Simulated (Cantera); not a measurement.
An adiabatic, constant-pressure homogeneous reactor starts with CH₄ : C₂H₆ : O₂ : N₂ : H₂O = 1 : 0.1 : 1.96 : 7.36 : 0.72 (molar parts), at 1373 K and 2780 Torr. Integrator tolerance rtol = 1e-08.

Model: GRI-Mech 3.0 (53 species, 325 reactions), integrated in Cantera.

Q: What does this change do: initial temperature 1373 to 1575 K?

A: 
```json
[
 {"quantity": "time of steepest temperature rise", "before": "0.445 ms", "after": "76.7 µs"},
 {"quantity": "temperature at 0.400 s", "before": "2721 K", "after": "2814 K"},
 {"quantity": "equilibrium temperature", "before": "2721 K", "after": "2814 K"},
 {"quantity": "x(CH₄) at 0.400 s", "before": "<1e-12 (gas-phase equilibrium <1e-12)", "after": "<1e-12 (gas-phase equilibrium <1e-12)"},
 {"quantity": "x(C₂H₆) at 0.400 s", "before": "<1e-12 (gas-phase equilibrium <1e-12)", "after": "<1e-12 (gas-phase equilibrium <1e-12)"},
 {"quantity": "x(O₂) at 0.400 s", "before": "0.00348 (gas-phase equilibrium 0.00348)", "after": "0.00553 (gas-phase equilibrium 0.00553)"},
 {"quantity": "x(O) at 0.400 s", "before": "0.00122 (gas-phase equilibrium 0.00122)", "after": "0.00223 (gas-phase equilibrium 0.00223)"},
 {"quantity": "x(H₂O) at 0.400 s", "before": "0.218 (gas-phase equilibrium 0.218)", "after": "0.210 (gas-phase equilibrium 0.210)"}
]
```

Q: What does this change do: 0.47 parts CO2 added?

A: 
```tsv
quantity	before	after
time of steepest temperature rise	0.445 ms	0.476 ms
temperature at 0.400 s	2721 K	2658 K
equilibrium temperature	2721 K	2658 K
x(CH₄) at 0.400 s	<1e-12 (gas-phase equilibrium <1e-12)	<1e-12 (gas-phase equilibrium <1e-12)
x(C₂H₆) at 0.400 s	<1e-12 (gas-phase equilibrium <1e-12)	<1e-12 (gas-phase equilibrium <1e-12)
x(O₂) at 0.400 s	0.00348 (gas-phase equilibrium 0.00348)	0.00378 (gas-phase equilibrium 0.00378)
x(O) at 0.400 s	0.00122 (gas-phase equilibrium 0.00122)	0.000971 (gas-phase equilibrium 0.000971)
x(H₂O) at 0.400 s	0.218 (gas-phase equilibrium 0.218)	0.218 (gas-phase equilibrium 0.218)
```
